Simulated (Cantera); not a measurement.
**Hydrocarbon pyrolysis for carbon deposition**

An isothermal, constant-pressure homogeneous reactor starts with 0.522 % C2H6, 99.2 % N2, 0.256 % H2O, at 1500 K and 0.100 bar.

Model: GRI-Mech 3.0 (53 species, 325 reactions), integrated in Cantera. GRI-Mech 3.0 stops at C3 and has no aromatics, soot or wall deposition, so with more carbon than oxygen in the feed, carbon stays in small species such as C2H2 where larger ones or solid carbon would form.

```csv
t (s),x C2H6,x H2,x CH3,x C2H,x H,x C2H2,x CH2
7.00e-5,0.00515,8.34e-7,0.000131,<1e-12,8.99e-7,1.31e-10,1.15e-8
0.000229,0.00497,3.60e-5,0.000393,<1e-12,1.22e-5,5.25e-8,3.23e-7
0.000749,0.00382,0.000819,0.000858,1.43e-9,6.43e-5,2.32e-5,2.12e-6
0.00245,0.00100,0.00395,0.000617,2.93e-8,9.98e-5,0.000717,2.58e-6
0.00801,3.08e-5,0.00710,0.000136,4.33e-8,5.78e-5,0.00290,5.79e-7
0.0262,2.84e-6,0.00843,4.16e-5,1.88e-8,2.06e-5,0.00412,7.40e-8
0.0857,6.03e-7,0.00894,1.74e-5,8.74e-9,9.07e-6,0.00459,1.44e-8
0.280,2.21e-7,0.00910,1.01e-5,5.31e-9,5.45e-6,0.00472,5.36e-9
0.917,1.74e-7,0.00918,8.98e-6,4.94e-9,5.09e-6,0.00474,4.47e-9
3.00,1.37e-7,0.00937,8.00e-6,5.07e-9,5.29e-6,0.00478,4.10e-9
```
x: mole fraction; the columns are a selection and need not sum to one.

Equilibrium at this temperature and pressure: C2H6 1.09e-12, H2 0.0141, CH3 2.03e-8, C2H 2.00e-10, H 6.65e-6, C2H2 0.000225, CH2 7.94e-12 (gas phase only).
